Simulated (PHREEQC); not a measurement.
Solution (25 °C): 0.044 mol KF and 0.0031 mol LiNO3 per kg of water. Closed to the air; pH follows from the charge balance.

Computed with PHREEQC (ion-association model, phreeqc.dat).

Precipitation was switched off in this run.

Question: Predict the pH.

Answer: pH 7.85.
